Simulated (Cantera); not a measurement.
## Premixed flame

A freely propagating, adiabatic, planar premixed flame of 41.6 % H₂, 12.2 % O₂, 46.2 % N₂, equivalence ratio 1.7, unburnt at 423 K and 9.20 bar; mixture-averaged transport, grid criteria slope 0.08 and curve 0.16, no radiation.

Model: the H2/O2 subset of GRI-Mech 3.0, which has no nitrogen chemistry, integrated in Cantera. The hydrogen kinetics of GRI-Mech 3.0 are dated; newer H2 mechanisms differ, most at raised pressure. Burning velocities carry a grid error of a few per cent, more on coarse grids.

```json
[
 {"z (mm)": "-0.0701", "T (K)": "423", "u (m/s)": "4.62", "x H₂": "0.416", "x O₂": "0.122", "x O": "<1e-8", "x OH": "<1e-8", "x H₂O": "1.67e-8", "x H₂O₂": "<1e-8"},
 {"z (mm)": "-0.0468", "T (K)": "423", "u (m/s)": "4.62", "x H₂": "0.416", "x O₂": "0.122", "x O": "<1e-8", "x OH": "<1e-8", "x H₂O": "1.99e-7", "x H₂O₂": "<1e-8"},
 {"z (mm)": "-0.0351", "T (K)": "424", "u (m/s)": "4.62", "x H₂": "0.415", "x O₂": "0.122", "x O": "<1e-8", "x OH": "<1e-8", "x H₂O": "3.20e-6", "x H₂O₂": "2.20e-8"},
 {"z (mm)": "-0.0234", "T (K)": "428", "u (m/s)": "4.65", "x H₂": "0.413", "x O₂": "0.123", "x O": "1.17e-7", "x OH": "<1e-8", "x H₂O": "5.66e-5", "x H₂O₂": "4.87e-7"},
 {"z (mm)": "-0.0117", "T (K)": "529", "u (m/s)": "5.57", "x H₂": "0.391", "x O₂": "0.125", "x O": "8.78e-6", "x OH": "3.94e-5", "x H₂O": "0.00459", "x H₂O₂": "4.90e-5"},
 {"z (mm)": "-0.00584", "T (K)": "882", "u (m/s)": "8.95", "x H₂": "0.346", "x O₂": "0.115", "x O": "0.000208", "x OH": "0.000976", "x H₂O": "0.0384", "x H₂O₂": "0.000151"},
 {"z (mm)": "0", "T (K)": "1324", "u (m/s)": "13.1", "x H₂": "0.285", "x O₂": "0.0847", "x O": "0.00121", "x OH": "0.00193", "x H₂O": "0.108", "x H₂O₂": "6.17e-5"},
 {"z (mm)": "0.00584", "T (K)": "1637", "u (m/s)": "16.1", "x H₂": "0.229", "x O₂": "0.0470", "x O": "0.00207", "x OH": "0.00347", "x H₂O": "0.180", "x H₂O₂": "7.22e-6"},
 {"z (mm)": "0.0117", "T (K)": "1813", "u (m/s)": "17.7", "x H₂": "0.196", "x O₂": "0.0218", "x O": "0.00183", "x OH": "0.00462", "x H₂O": "0.227", "x H₂O₂": "3.29e-6"},
 {"z (mm)": "0.0234", "T (K)": "1971", "u (m/s)": "19.2", "x H₂": "0.176", "x O₂": "0.00436", "x O": "0.00101", "x OH": "0.00525", "x H₂O": "0.261", "x H₂O₂": "1.45e-6"},
 {"z (mm)": "0.0468", "T (K)": "2084", "u (m/s)": "20.1", "x H₂": "0.176", "x O₂": "0.000568", "x O": "0.000502", "x OH": "0.00463", "x H₂O": "0.271", "x H₂O₂": "6.05e-7"},
 {"z (mm)": "0.0935", "T (K)": "2169", "u (m/s)": "20.8", "x H₂": "0.181", "x O₂": "0.000163", "x O": "0.000217", "x OH": "0.00334", "x H₂O": "0.275", "x H₂O₂": "2.96e-7"},
 {"z (mm)": "0.187", "T (K)": "2226", "u (m/s)": "21.3", "x H₂": "0.184", "x O₂": "5.72e-5", "x O": "7.65e-5", "x OH": "0.00210", "x H₂O": "0.277", "x H₂O₂": "1.34e-7"}
]
```
x: mole fraction of selected species; z is measured from the peak of heat release.

The laminar burning velocity is 462 cm/s and the thermal thickness comes out as 0.0234 mm. The peak x(O) comes out as 0.00209. The peak x(OH) is 0.00526, the peak x(H₂O₂) is 0.000151 and the grid points comes out as 116.
